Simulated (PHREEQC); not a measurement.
A solution holds 0.0006 mol/kgw CaCl2, 1.55e-05 mol/kgw Na2CO3 and 0.000155 mol/kgw MgSO4, at 25 °C. Closed to the air; pH follows from the charge balance.

Model: Pitzer model, pitzer.dat, run in PHREEQC.

Precipitation was switched off in this run.

**Question.** Order these C species by the share of C that they hold, largest first: CO2, CO3-2, HCO3-, MgCO3.

**Answer.** HCO3- (93 %), CO3-2 (6.6 %), MgCO3 (0.56 %), CO2 (0.15 %)

The pH is 9.12 and the ionic strength 0.00245 mol/kgw.
